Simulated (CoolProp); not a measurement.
Vapour pressure (MPa) of C3F8 (R218): the reference equation beside estimates from Tc = 345.0 K, pc = 2.640 MPa, ω = 0.317. Clausius-Clapeyron is anchored at 249.8 K with a constant enthalpy of vaporisation of 18.80 kJ/mol.

The numbers come from the reference Helmholtz-energy equation of state, Lemmon 2006 in CoolProp. It is a short technical equation, of lower accuracy than the large ones.

```
T (K)  reference  Lee-Kesler  Clausius-Clapeyron  van der Waals  Redlich-Kwong  Soave-Redlich-Kwong  Peng-Robinson
-----  ---------  ----------  ------------------  -------------  -------------  -------------------  -------------
225.8    0.06119     0.06077             0.06844         0.3721         0.1274              0.06088        0.06134
237.8     0.1081      0.1079              0.1135         0.4888         0.2023               0.1079         0.1079
249.8     0.1792      0.1796              0.1792         0.6273         0.3050               0.1795         0.1784
261.9     0.2826      0.2840              0.2722         0.7903         0.4415               0.2843         0.2814
273.9     0.4247      0.4271              0.3974         0.9767         0.6146               0.4288         0.4234
285.9     0.6146      0.6180              0.5620          1.189         0.8296               0.6228         0.6144
298       0.8640      0.8683              0.7749          1.429          1.093               0.8782         0.8666
310        1.179       1.185               1.040          1.696          1.405                1.201          1.187
322        1.575       1.583               1.364          1.991          1.772                1.604          1.589
```

Absolute difference from the reference over all 9 rows, mean and median: Lee-Kesler 0.5 and 0.5 %, Clausius-Clapeyron 7.9 and 8.6 %, van der Waals 183.2 and 130.0 %, Redlich-Kwong 51.1 and 44.7 %, Soave-Redlich-Kwong 1.0 and 1.0 %, Peng-Robinson 0.4 and 0.3 %.
